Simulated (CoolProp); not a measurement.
Vapour-liquid equilibrium of fluoroethane (R161) (1) + R1234yf (2) at 1 MPa; x and y are mole fractions of (1).

Model: multi-fluid Helmholtz-energy mixture model, Wu 2012 and Lemmon 2022; pair parameters Bell 2016, in CoolProp.

```
x      bubble temperature (°C)  y at the bubble point  dew temperature at overall composition x (°C)  liquid density (mol/L)
-----  -----------------------  ---------------------  ---------------------------------------------  ----------------------
0.05                      38.5                  0.065                                           38.6                   9.288
0.125                     37.3                  0.158                                           37.7                   9.597
0.2                       36.1                  0.246                                           36.7                   9.921
0.275                     35.1                  0.330                                           35.8                   10.26
0.35                      34.1                  0.410                                           34.8                   10.62
0.425                     33.1                  0.486                                           33.9                   10.99
0.5                       32.2                  0.559                                           32.9                   11.38
0.575                     31.4                  0.629                                           32.0                   11.80
0.65                      30.7                  0.697                                           31.2                   12.24
0.725                     30.0                  0.763                                           30.4                   12.70
0.8                       29.3                  0.828                                           29.6                   13.20
0.875                     28.7                  0.892                                           28.9                   13.72
0.95                      28.2                  0.957                                           28.3                   14.27
```

No azeotrope shows between x = 0.05 and 0.95.

Pair parameters are fitted to limited data, so mixtures are less certain than the pure fluids.
